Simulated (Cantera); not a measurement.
A Cantera script and its output.

```python
import numpy as np
import cantera as ct

gas = ct.Solution("h2o2.yaml")
gas.TPX = 550, 30000, {'H2': 1, 'O2': 0.758, 'N2': 2.85}
flame = ct.FreeFlame(gas, width=0.093)
flame.set_refine_criteria(ratio=3, slope=0.08, curve=0.16)
flame.transport_model = "mixture-averaged"
flame.solve(loglevel=0, auto=True)
z, T = flame.grid, flame.T
thick = (T[-1] - T[0]) / np.gradient(T, z).max()
show = ['H2', 'O2', 'OH', 'H', 'HO2', 'H2O']
print(f"laminar burning velocity  {flame.velocity[0] * 100:.3f} cm/s")
print(f"burnt temperature         {T[-1]:.1f} K")
print(f"thermal thickness         {thick * 1e3:.4f} mm")
print(f"grid points               {len(z)}")
z0 = z[flame.heat_release_rate.argmax()]
print(f"{'z/mm':>9s}{'T/K':>9s}{'u/(m/s)':>9s}" + "".join(f"{s:>11s}" for s in show))
rows = []
for k in (-3, -2, -1.5, -1, -0.5, -0.25, 0, 0.25, 0.5, 1, 2, 4, 8):
    zz = z0 + k * thick
    rows.append([k * thick, np.interp(zz, z, T), np.interp(zz, z, flame.velocity),
                 *(np.interp(zz, z, flame.X[gas.species_index(s)]) for s in show)])
    print(f"{rows[-1][0] * 1e3:9.3f}{rows[-1][1]:9.1f}{rows[-1][2]:9.3f}" + "".join(f"{x:11.3e}" for x in rows[-1][3:]))
```

Output:

```
laminar burning velocity  411.381 cm/s
burnt temperature         2122.9 K
thermal thickness         2.0592 mm
grid points               129
     z/mm      T/K  u/(m/s)         H2         O2         OH          H        HO2        H2O
   -6.178    550.0    4.114  2.170e-01  1.645e-01  1.259e-18  1.688e-17  4.914e-14  2.501e-14
   -4.118    550.0    4.114  2.170e-01  1.645e-01  2.377e-15  1.761e-13  3.541e-11  1.098e-11
   -3.089    550.0    4.114  2.170e-01  1.645e-01  1.285e-13  2.308e-11  1.460e-09  3.812e-10
   -2.059    550.0    4.114  2.170e-01  1.645e-01  1.631e-10  3.398e-08  4.162e-07  1.227e-07
   -1.030    564.8    4.205  2.124e-01  1.648e-01  5.225e-05  1.555e-04  1.243e-04  8.627e-04
   -0.515    738.1    5.385  1.823e-01  1.610e-01  5.317e-04  4.911e-03  8.270e-05  1.684e-02
    0.000   1109.0    7.855  9.272e-02  1.267e-01  2.834e-03  2.850e-02  3.821e-05  9.225e-02
    0.515   1380.3    9.676  2.958e-02  8.150e-02  7.614e-03  3.931e-02  2.060e-05  1.688e-01
    1.030   1512.5   10.539  2.004e-02  7.129e-02  1.000e-02  3.352e-02  1.524e-05  1.863e-01
    2.059   1652.2   11.416  1.772e-02  6.765e-02  1.210e-02  2.380e-02  1.150e-05  1.959e-01
    4.118   1790.7   12.258  1.474e-02  6.511e-02  1.336e-02  1.473e-02  8.325e-06  2.059e-01
    8.237   1915.2   12.994  1.070e-02  6.328e-02  1.320e-02  7.698e-03  5.570e-06  2.162e-01
   16.474   2013.8   13.563  6.538e-03  6.232e-02  1.148e-02  3.249e-03  3.481e-06  2.255e-01
```

Model: the H2/O2 subset of GRI-Mech 3.0, which has no nitrogen chemistry, integrated in Cantera. Burning velocities carry a grid error of a few per cent, more on coarse grids. Lean hydrogen flames are cellular in practice and burn faster than this planar one.
